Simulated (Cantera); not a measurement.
A closed system holds: 1 mol Fe(CO)₅, 2.8 mol H₂, held at 1075 K and 28000 Pa.

Equilibrium computed with Cantera from the NASA thermochemical tables; the gas is ideal and each condensed phase is pure. Candidate condensed phases: C, C₆H₆, C₇H₈, C₈H₁₈, Fe, Fe(CO)₅, FeO, Fe(OH)₂, Fe(OH)₃, Fe₂O₃, Fe₃O₄, H₂O; 114 gas species. Condensed phases not in the tables: cementite and carbon dissolved in iron. The numbers say what is thermodynamically allowed, not how fast it happens.

Base state: CO 0.619, H₂ 0.357, CO₂ 0.0146, H₂O 0.00782, CH₄ 0.00161 (mole fractions); condensed: C(graphite) + Fe(α).

Q: What changes in the equilibrium state with this change: 0.71 mol NH₃ added?

A: 
```csv
species,before,after
CO,0.619,0.525
H₂,0.357,0.416
N₂,0,0.0393
CO₂,0.0146,0.0105
CH₄,0.00161,0.00218
H₂O,0.00782,0.00772
"C(graphite), mol",0.159,0.145
"Fe(α), mol",1.00,1.00
```

Q: What changes in the equilibrium state with this change: temperature from 1075 K to 1223 K?

A: 
| species | before | after |
|---|---|---|
| CO | 0.619 | 0.639 |
| H₂ | 0.357 | 0.358 |
| CO₂ | 0.0146 | 0.00157 |
| H₂O | 0.00782 | 0.00129 |
| CH₄ | 0.00161 | 0.000478 |
| C(graphite), mol | 0.159 | 0.0185 |
| Fe(α), mol | 1.00 | 0 |
| Fe(γ), mol | 0 | 1.00 |
